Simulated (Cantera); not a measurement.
An isothermal, constant-pressure homogeneous reactor starts with CH4 : O2 : N2 : H2 = 0.0061 : 0.009 : 1 : 0.0067 (molar parts), equivalence ratio 1.7, at 1025 K and 1000000 Pa.

Cantera simulation using GRI-Mech 3.0 (53 species, 325 reactions); the numbers are that mechanism's predictions, not measurements.

x: mole fraction; the columns are a selection and need not sum to one.

```csv
t (s),x CH4,x O2,x HO2,x H2,x OH,x CH2CO
3.00e-6,0.00597,0.00881,5.08e-12,0.00656,<1e-12,<1e-12
8.68e-6,0.00597,0.00881,1.62e-11,0.00656,<1e-12,<1e-12
2.51e-5,0.00597,0.00881,5.01e-11,0.00656,<1e-12,<1e-12
7.27e-5,0.00597,0.00881,1.56e-10,0.00656,<1e-12,<1e-12
0.000211,0.00597,0.00881,5.09e-10,0.00656,<1e-12,<1e-12
0.000609,0.00597,0.00881,[?],0.00656,<1e-12,<1e-12
0.00176,0.00597,0.00881,[?],0.00656,<1e-12,<1e-12
0.00510,0.00597,0.00881,[?],0.00656,4.16e-12,<1e-12
0.0148,0.00597,0.00881,[?],0.00656,1.55e-10,<1e-12
0.0428,0.00518,0.00755,[?],0.00611,5.42e-8,2.38e-7
0.124,0.00272,0.00319,[?],0.00500,2.53e-8,3.76e-6
0.358,0.00160,0.000844,[?],0.00430,4.01e-9,2.63e-6
1.04,0.00134,0.000192,[?],0.00411,4.22e-10,1.39e-6
3.00,0.00130,4.28e-5,[?],0.00405,6.02e-11,6.52e-7
```

### Question
Some entries are withheld; supply them.

### Answer

- 0.000609, x HO2: 1.68e-9
- 0.00176, x HO2: 5.75e-9
- 0.00510, x HO2: 2.82e-8
- 0.0148, x HO2: 5.37e-7
- 0.0428, x HO2: 9.80e-6
- 0.124, x HO2: 5.07e-6
- 0.358, x HO2: 1.27e-6
- 1.04, x HO2: 1.97e-7
- 3.00, x HO2: 2.18e-8
